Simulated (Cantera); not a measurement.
Input (Python, Cantera) and output of one run.

```python
import numpy as np
import cantera as ct

gas_names = """
    H HO2 H2 H2O H2O2 O OH O2 O3 Si SiH SiH2 SiH3 SiH4 SiO SiO2 Si2 Si3
""".split()
cond_names = """
    H2O(s) H2O(L) Si(cr) Si(L) SiO2(Lqz) SiO2(hqz) SiO2(L)
""".split()


def load(file, names, dense=False):
    # The tables refer to 1 bar. Condensed volumes are neglected.
    table = {s.name: s for s in ct.Species.list_from_file(file)}
    out = []
    for n in names:
        d = dict(table[n].input_data)
        d["thermo"] = dict(d["thermo"], **{"reference-pressure": 1e5})
        if dense:
            d["equation-of-state"] = {"model": "constant-volume", "density": "1e6 g/cm^3"}
        out.append(ct.Species.from_dict(d))
    return out


gas = ct.Solution(thermo="ideal-gas", species=load("nasa_gas.yaml", gas_names))
cond = {s.name: ct.Solution(thermo="fixed-stoichiometry", species=[s], name=s.name)
        for s in load("nasa_condensed.yaml", cond_names, dense=True)}
atoms = {
    'Si2H6': {'Si': 2, 'H': 6},
    'H2O': {'H': 2, 'O': 1},
}
top_T = {}  # K; cautious upper limits of use, not melting points


def equilibrate(T, P, feed):
    n = {}
    for name, mol in feed.items():
        for a, k in atoms[name].items():
            n[a] = n.get(a, 0.0) + k * mol
    gas.TPX = T, P, n
    mass = sum(n.values()) * gas.mean_molecular_weight
    gas.equilibrate("TP")
    valid = [c for c in cond.values() if c.min_temp <= T <= top_T.get(c.name, c.max_temp)]
    mix = ct.Mixture([(gas, mass / gas.mean_molecular_weight)] + [(c, 0.0) for c in valid])
    mix.T, mix.P = T, P
    mix.equilibrate("TP", solver="vcs", rtol=1e-11, max_steps=5000)
    return mix


results = []
feed = {'Si2H6': 1, 'H2O': 0.18}  # mol
T = 948.15  # K
P = 21000  # Pa
mix = equilibrate(T, P, feed)
results.append((T, P, feed, dict(zip(mix.species_names, mix.species_moles))))
print(gas.report(threshold=1e-06))
for i in range(1, mix.n_phases):
    print(f"{mix.phase(i).name:16s} {mix.phase_moles(i):12.5e} mol")
```

Output:

```
       temperature   948.15 K
          pressure   21000 Pa
           density   0.0053703 kg/m^3
  mean mol. weight   2.016 kg/kmol
   phase of matter   gas

                          1 kg             1 kmol
                     ---------------   ---------------
          enthalpy        9.4859e+06        1.9124e+07  J
   internal energy        5.5755e+06         1.124e+07  J
           entropy             88099        1.7761e+05  J/K
    Gibbs function       -7.4045e+07       -1.4927e+08  J
 heat capacity c_p             14933             30104  J/K
 heat capacity c_v             10808             21790  J/K

                      mass frac. Y      mole frac. X     chem. pot. / RT
                     ---------------   ---------------   ---------------
                H2                 1                 1           -18.935
     [  +17 minor]        1.1923e-06        7.5975e-08

Si(cr)            1.91000e+00 mol
SiO2(hqz)         9.00000e-02 mol
```

Method: chemical equilibrium by Gibbs-energy minimisation in Cantera with the NASA 1993 tables (ideal gas, pure condensed phases). The feed counts by its element totals alone.
